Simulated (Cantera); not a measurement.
An adiabatic, constant-volume homogeneous reactor starts with 31.6 % H₂, 14.4 % O₂, 54.0 % N₂, at 1023 K and 10.0 bar.

Computed with Cantera and GRI-Mech 3.0 (53 species, 325 reactions). The hydrogen kinetics of GRI-Mech 3.0 are dated; newer H2 mechanisms differ, most at raised pressure. Above 3000 K some thermodynamic fits are extrapolated.

Problem. Predict: time of steepest temperature rise; temperature at 0.100 s; equilibrium temperature; x(H₂) at 0.100 s; x(O₂) at 0.100 s; x(H₂O₂) at 0.100 s; x(O) at 0.100 s; x(HO₂) at 0.100 s; x(H₂O) at 0.100 s; x(NO) at 0.100 s.

Solution. 
- time of steepest temperature rise: 4.56 ms
- temperature at 0.100 s: 3120 K
- equilibrium temperature: 3120 K
- x(H₂) at 0.100 s: 0.0553 (gas-phase equilibrium 0.0553)
- x(O₂) at 0.100 s: 0.00451 (gas-phase equilibrium 0.00451)
- x(H₂O₂) at 0.100 s: 2.07e-6 (gas-phase equilibrium 2.07e-6)
- x(O) at 0.100 s: 0.00219 (gas-phase equilibrium 0.00219)
- x(HO₂) at 0.100 s: 1.13e-5 (gas-phase equilibrium 1.13e-5)
- x(H₂O) at 0.100 s: 0.289 (gas-phase equilibrium 0.289)
- x(NO) at 0.100 s: 0.00711 (gas-phase equilibrium 0.00711)
